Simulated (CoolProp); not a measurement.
Computed with CoolProp (reference Helmholtz-energy equation of state, Schmidt 1985). Above 300 K oxygen's equation is extrapolated.

Q: For oxygen, give the phase and the cp (kJ/(kg K)), Prandtl number at 438.1 K and 279 bar; 852.2 K and 215 bar; 314.8 K and 0.116 bar.

A: 
- 438.1 K and 279 bar: supercritical; cp 1.09, Prandtl number 0.791
- 852.2 K and 215 bar: supercritical; cp 1.09, Prandtl number 0.762
- 314.8 K and 0.116 bar: gas; cp 0.921, Prandtl number 0.715

Viscosity comes from a separate model (Lemmon 2004). Thermal conductivity comes from a separate model (Lemmon 2004).
